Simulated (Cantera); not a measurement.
Feed: 1 mol Al, 0.02 mol H2O, 2.1 mol N2, equilibrated at 0.150 bar.

Cantera equilibrium calculation (NASA polynomials, part measured and part estimated; ideal gas, pure solids and liquids). Candidate condensed phases: Al, AlN, Al2O3, H2O; 35 gas species. Mutual solubility and eutectic melting of coexisting phases are not modelled. Kinetics and transport are ignored. All values below are at 1102 °C.

Base state: N2 0.988, H2 0.0123 (mole fractions); condensed: AlN(s) + Al2O3(s).

Problem. What changes in the equilibrium state with this change: H2O from 0.02 to 0.39 mol?

Solution. 
```tsv
species	before	after
N2	0.988	0.816
H2	0.0123	0.184
AlN(s), mol	0.987	0.740
Al2O3(s), mol	0.00667	0.130
```
